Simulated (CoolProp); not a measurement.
The fluid at 509.93 K and 0.853 MPa flows at 0.22 m/s in a round tube of 4.6 mm bore and 15 µm roughness, fully developed (64/Re and Nu = 3.66 if laminar; Colebrook and Gnielinski if turbulent). The same conditions are run with several fluids, on thermodynamics alone (safety and materials aside).

Values from CoolProp's reference Helmholtz-energy equation of state of each fluid (normal hydrogen: Leachman 2009; n-hexane: Thol 2019; propylene: Lemmon 2013; ethanol: Schroeder 2014; carbon dioxide: Span 1996).

**Question.** Rank normal hydrogen, n-hexane, propylene, ethanol, carbon dioxide by Reynolds number, highest first.

**Answer.** n-hexane (1730), ethanol (649), propylene (601), carbon dioxide (369), normal hydrogen (31.7)

| fluid | Darcy friction factor | pressure drop (Pa/m) | heat-transfer coefficient (W/(m² K)) | mass flow (kg/h) |
|---|---|---|---|---|
| normal hydrogen | 2.02 | 4.30 | 219 | 0.00532 |
| n-hexane | 0.0369 | 3.76 | 29.2 | 0.255 |
| propylene | 0.107 | 4.85 | 36.2 | 0.114 |
| ethanol | 0.0987 | 5.03 | 32.5 | 0.128 |
| carbon dioxide | 0.174 | 8.13 | 27.0 | 0.117 |

Transport values come from each fluid's own correlations; those of propylene are estimates that may be off by 10 % or more.
